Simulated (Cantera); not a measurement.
Charge: 1 mol Ti, 14 mol CO, 240 mol H₂, at 5.10 bar.

Points: T (K) = 1323, 1373, 1423, 1473, 1523, 1573, 1623, 1673, 1723, 1773, 1823, 1873, 1923.

Cantera's Mixture.equilibrate('TP', solver="vcs", rtol=1e-11, max_steps=5000) on the NASA tables stopped like this:

```
2 9.425e-01  CO 4.779e-02  CH4 8.190e-03  H2O 1.494e-03
   condensed (mol): Ti3O5(b) 0.3333
T = 1473 K  P = 510000 Pa  gas = 250.2 mol
   x: H2 9.432e-01  CO 4.839e-02  CH4 7.529e-03
   condensed (mol): Ti3O5(b) 0.3333
T = 1523 K  P = 510000 Pa  gas = 250.4 mol
   x: H2 9.436e-01  CO 4.873e-02  CH4 7.142e-03
   condensed (mol): Ti3O5(b) 0.3333
T = 1573 K  P = 510000 Pa  gas = 251.5 mol
   x: H2 9.446e-01  CO 5.029e-02  CH4 4.647e-03
   condensed (mol): TiC(s) 0.1767  Ti2O3(b) 0.4117
T = 1623 K  P = 510000 Pa  gas = 252.3 mol
   x: H2 9.455e-01  CO 5.131e-02  CH4 2.656e-03
   condensed (mol): TiC(s) 0.3792  Ti2O3(b) 0.3104
ERROR: FAILURE its = 5001!

*******************************************************************************
CanteraError thrown by MultiPhase::equilibrate:
VCS solver failed. Return code: -1
*******************************************************************************
```

Question: What got this run through?

Answer: One answer among several that fit: The failure is numerical, not chemical. The same input converged with solver="gibbs", rtol=1e-10, max_steps=50000, and the result passed a check of the equilibrium conditions:
```
T = 1323 K  P = 510000 Pa  gas = 248 mol
   x: H2 9.396e-01  CO 4.425e-02  CH4 1.209e-02  H2O 3.934e-03
   condensed (mol): TiO2(ru) 1
T = 1373 K  P = 510000 Pa  gas = 249.2 mol
   x: H2 9.413e-01  CO 4.654e-02  CH4 9.565e-03  H2O 2.488e-03
   condensed (mol): Ti4O7(s) 0.25
T = 1423 K  P = 510000 Pa  gas = 249.9 mol
   x: H2 9.425e-01  CO 4.779e-02  CH4 8.190e-03  H2O 1.494e-03
   condensed (mol): Ti3O5(b) 0.3333
T = 1473 K  P = 510000 Pa  gas = 250.2 mol
   x: H2 9.432e-01  CO 4.839e-02  CH4 7.529e-03
   condensed (mol): Ti3O5(b) 0.3333
T = 1523 K  P = 510000 Pa  gas = 250.4 mol
   x: H2 9.436e-01  CO 4.873e-02  CH4 7.142e-03
   condensed (mol): Ti3O5(b) 0.3333
T = 1573 K  P = 510000 Pa  gas = 251.5 mol
   x: H2 9.446e-01  CO 5.029e-02  CH4 4.647e-03
   condensed (mol): TiC(s) 0.1767  Ti2O3(b) 0.4117
T = 1623 K  P = 510000 Pa  gas = 252.3 mol
   x: H2 9.455e-01  CO 5.131e-02  CH4 2.656e-03
   condensed (mol): TiC(s) 0.3792  Ti2O3(b) 0.3104
T = 1673 K  P = 510000 Pa  gas = 252.7 mol
   x: H2 9.460e-01  CO 5.187e-02  CH4 1.564e-03
   condensed (mol): TiC(s) 0.4919  Ti2O3(b) 0.2541
T = 1723 K  P = 510000 Pa  gas = 253 mol
   x: H2 9.463e-01  CO 5.218e-02
   condensed (mol): TiC(s) 0.5564  Ti2O3(b) 0.2218
T = 1773 K  P = 510000 Pa  gas = 253.1 mol
   x: H2 9.464e-01  CO 5.235e-02
   condensed (mol): TiC(s) 0.5945  Ti2O3(b) 0.2027
T = 1823 K  P = 510000 Pa  gas = 253.2 mol
   x: H2 9.464e-01  CO 5.246e-02
   condensed (mol): TiC(s) 0.618  Ti2O3(b) 0.191
T = 1873 K  P = 510000 Pa  gas = 253.3 mol
   x: H2 9.464e-01  CO 5.251e-02
   condensed (mol): TiC(s) 0.633  Ti2O3(b) 0.1835
T = 1923 K  P = 510000 Pa  gas = 253.3 mol
   x: H2 9.463e-01  CO 5.255e-02
   condensed (mol): TiC(s) 0.643  Ti2O3(b) 0.1785
```

The gas is ideal and each condensed phase is pure. Mutual solubility and eutectic melting of coexisting phases are not modelled. TiC: taken at fixed stoichiometry. Condensed phases not in the tables: Magnéli phases beyond Ti4O7. Gases not in the tables: TiO(OH)2.
